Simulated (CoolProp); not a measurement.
Computed with CoolProp (reference Helmholtz-energy equation of state, Zhou 2011).

Give the vapour pressure (kPa), vapour density (kg/m³), enthalpy of vaporisation (kJ/kg), liquid cp (kJ/(kg K)) of saturated dimethyl carbonate at 402.6, 421.6 K.


```
T (K)  p (kPa)  vapour density (kg/m³)  enthalpy of vaporisation (kJ/kg)  liquid cp (kJ/(kg K))
-----  -------  ----------------------  --------------------------------  ---------------------
402.6      308                    8.86                               347                   2.07
421.6      483                    13.6                               331                   2.13
```
